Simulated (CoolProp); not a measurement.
Vapour-liquid equilibrium of R134a (1) + R245fa (2) at 196.1 K; x and y are mole fractions of (1).

The numbers come from the multi-fluid Helmholtz-energy mixture model, Tillner-Roth 1994 and Akasaka 2015; pair parameters Akasaka 2014 in CoolProp.

```json
[
 {"x": "0.05", "bubble pressure, mixture model (kPa)": "0.5017", "bubble pressure, Raoult's law (kPa)": "0.4938", "y, mixture model": "___", "y, Raoult's law": "0.472"},
 {"x": "0.2", "bubble pressure, mixture model (kPa)": "___", "bubble pressure, Raoult's law (kPa)": "1.152", "y, mixture model": "0.812", "y, Raoult's law": "0.809"},
 {"x": "0.35", "bubble pressure, mixture model (kPa)": "1.832", "bubble pressure, Raoult's law (kPa)": "1.810", "y, mixture model": "___", "y, Raoult's law": "0.901"},
 {"x": "0.5", "bubble pressure, mixture model (kPa)": "2.484", "bubble pressure, Raoult's law (kPa)": "2.469", "y, mixture model": "0.944", "y, Raoult's law": "0.944"},
 {"x": "0.65", "bubble pressure, mixture model (kPa)": "3.134", "bubble pressure, Raoult's law (kPa)": "3.127", "y, mixture model": "0.969", "y, Raoult's law": "0.969"},
 {"x": "0.8", "bubble pressure, mixture model (kPa)": "3.787", "bubble pressure, Raoult's law (kPa)": "3.785", "y, mixture model": "___", "y, Raoult's law": "0.986"},
 {"x": "0.95", "bubble pressure, mixture model (kPa)": "4.443", "bubble pressure, Raoult's law (kPa)": "4.444", "y, mixture model": "0.997", "y, Raoult's law": "0.997"}
]
```

Question: What belongs in the gaps?

Answer: 
- 0.05, y, mixture model: 0.480
- 0.2, bubble pressure, mixture model (kPa): 1.173
- 0.35, y, mixture model: 0.902
- 0.8, y, mixture model: 0.985

The largest gap from Raoult's law is +1.8 % in bubble pressure, at x = 0.2. No azeotrope shows between x = 0.05 and 0.95.

The pair parameters rest on a limited set of measurements; away from them the model extrapolates.
